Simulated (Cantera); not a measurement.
Low-pressure radical oxidation in H2/O2

A perfectly stirred reactor is fed with 9.91 % H₂, 90.1 % O₂, equivalence ratio 0.055, at 0.0100 bar; it is held at 1050 K, and followed from long to short residence time.

Cantera simulation using GRI-Mech 3.0 (53 species, 325 reactions); the numbers are that mechanism's predictions, not measurements. Radical loss at walls, strong at low pressure, is not modelled. The temperature is held fixed by assumption; the heat of reaction is taken as removed at once.

| τ (s) | x H₂ | x O₂ | x HO₂ | x OH | x H₂O | x H₂O₂ |
|---|---|---|---|---|---|---|
| 2.9 | 0.000329 | 0.894 | 2.85e-6 | 0.000634 | 0.103 | 1.35e-7 |
| 1.5 | 0.000488 | 0.893 | 3.47e-6 | 0.000797 | 0.103 | 1.48e-7 |
| 0.78 | 0.000718 | 0.892 | 4.11e-6 | 0.00100 | 0.102 | 1.59e-7 |
| 0.40 | 0.00106 | 0.890 | 4.78e-6 | 0.00127 | 0.102 | 1.69e-7 |
| 0.21 | 0.00154 | 0.888 | 5.39e-6 | 0.00159 | 0.100 | 1.77e-7 |
| 0.11 | 0.00224 | 0.884 | 5.93e-6 | 0.00199 | 0.0982 | 1.84e-7 |
| 0.055 | 0.00335 | 0.879 | 6.39e-6 | 0.00251 | 0.0949 | 1.90e-7 |
| 0.029 | 0.00486 | 0.873 | 6.65e-6 | 0.00306 | 0.0905 | 1.96e-7 |
| 0.015 | 0.00716 | 0.867 | 6.75e-6 | 0.00367 | 0.0844 | 2.04e-7 |
| 0.0076 | 0.0109 | 0.862 | 6.70e-6 | 0.00432 | 0.0768 | 2.20e-7 |
| 0.0039 | 0.0167 | 0.860 | 6.51e-6 | 0.00492 | 0.0680 | 2.46e-7 |
x: mole fraction; the columns are a selection and need not sum to one.
